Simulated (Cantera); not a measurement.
## Ignition delay

Mixture: CH₄ : O₂ : N₂ = 1 : 2 : 7.52 (molar parts), equivalence ratio 1.0, at 3.00 bar, adiabatic and at constant pressure. Ignition delay is the time to a rise of 400 K.

Detailed kinetics in Cantera: GRI-Mech 3.0 (53 species, 325 reactions).

```json
[
 {"T0 (K)": "1048", "delay (ms)": "151"},
 {"T0 (K)": "1098", "delay (ms)": "70.5"},
 {"T0 (K)": "1148", "delay (ms)": "34.3"},
 {"T0 (K)": "1198", "delay (ms)": "17.2"},
 {"T0 (K)": "1248", "delay (ms)": "8.95"},
 {"T0 (K)": "1298", "delay (ms)": "4.79"}
]
```

```yaml
apparent activation energy between 1198 and 1298 K: 170 kJ/mol
```
